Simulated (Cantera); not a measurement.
An isothermal, constant-pressure homogeneous reactor starts with 28.8 % CH₄, 63.4 % H₂O, 7.78 % H₂, at 1400 K and 1.10 bar.

Model: GRI-Mech 3.0 (53 species, 325 reactions), integrated in Cantera.

One state of this run: x CH₄ = 0.276; x H₂O = 0.629; x H₂ = 0.0893; x H₂O₂ = <1e-12; x HCO = 2.23e-11; x C₂H = 1.84e-11. x: mole fraction; the columns are a selection and need not sum to one.

Q: Which value of t (s) does it belong to?
(A) 11.7
(B) 2.83
(C) 0.165
(D) 200

A: C, 0.165
